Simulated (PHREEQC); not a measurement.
A made-up water analysis in mg/L, 17 °C, pH 2.8, pe 12.6:

```csv
constituent,mg/L
Na,22.3
K,21.4
Ca,37.6
Mg,27.2
Cl,72.6
S(6) as SO4,474
Pb,23.6
Fe(3),71.9
N(5) as NO3,5.53
```

Valence states are taken as typed.

All values are PHREEQC results (ion-association model, phreeqc.dat), not measurements.

Q: The ionic strength comes out as 0.0141 mol/kgw. What activity coefficients do KSO4-, FeCl+2, K+, NO3-, Fe(SO4)2- get?

A: KSO4- 0.89, FeCl+2 0.63, K+ 0.89, NO3- 0.88, Fe(SO4)2- 0.89.

No solid was allowed to form. Saturation is exceeded, for instance for Jarosite-K, Anglesite; the values hold only as long as no solid forms.
